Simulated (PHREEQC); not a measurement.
Dissolve 120 mmol/kgw FeSO4, 99 mmol/kgw CuCl2 and 0.049 mmol/kgw HCl at 25 °C and 500 atm. Closed to the air; pH follows from the charge balance.

Computed with PHREEQC (ion-association model, phreeqc.dat).

This is a speciation only: nothing precipitates in the calculation.

Question: Order these S species by the share of S that they hold, largest first: CuSO4, SO4-2, FeSO4.

Answer: SO4-2 (53 %), FeSO4 (25 %), CuSO4 (22 %)

Question: Order these Cl species by the share of Cl that they hold, largest first: FeCl+, Cl-, CuCl+, CuCl2.

Answer: Cl- (93 %), CuCl+ (3.8 %), FeCl+ (2.5 %), CuCl2 (0.23 %)

The pH is 4.43 and the ionic strength 0.527 mol/kgw. Under pressure, the constants of complexes without a molar volume in the database are unreliable.
